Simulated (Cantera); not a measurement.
A closed system holds: 1 mol C₂H₂, 43 mol H₂, equilibrated at 327 °C and 3.20 bar.

Cantera equilibrium calculation (NASA polynomials, part measured and part estimated; ideal gas, pure solids and liquids). Candidate condensed phases: C, C₆H₆, C₇H₈, C₈H₁₈; 76 gas species. The numbers say what is thermodynamically allowed, not how fast it happens.

Base state: H₂ 0.952, CH₄ 0.0476 (mole fractions); condensed: gas only.

Task: What changes in the equilibrium state with this change: C₂H₂ replaced by C₃H₆?

Result: 
| species | before | after |
|---|---|---|
| H₂ | 0.952 | 0.930 |
| CH₄ | 0.0476 | 0.0698 |

Task: What changes in the equilibrium state with this change: temperature from 327 °C to 1950 °C?

Result: 
```tsv
species	before	after
H₂	0.952	0.993
H	<1e-9	0.00357
C₂H₂ (acetylene)	<1e-9	0.00288
CH₄	0.0476	0.000789
CH₃	<1e-9	5.41e-5
C₂H₄	<1e-9	2.01e-5
C(graphite), mol	0	1.71
```
